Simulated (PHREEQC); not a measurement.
## Buffer

Consider water at 5 °C with 0.00044 mol/kgw H3PO4, 4.8e-05 mol/kgw NH3 and 0.0015 mol/kgw NaCl. Closed to the air; pH follows from the charge balance.

Equilibrium calculation in PHREEQC: ion-association model, phreeqc.dat.

Precipitation was switched off in this run.

Task: Estimate the pH, specific conductance, ionic strength.

Result: pH 3.44; specific conductance 191 µS/cm; ionic strength 0.00192 mol/kgw.

Task: In which forms is P present?

Result: H2PO4- 96 %, H3PO4 3.8 % of the P.

Species that the database lacks are ignored. Away from 25 °C the constants follow the database's enthalpies or fits; those with neither stay at their 25 °C values.
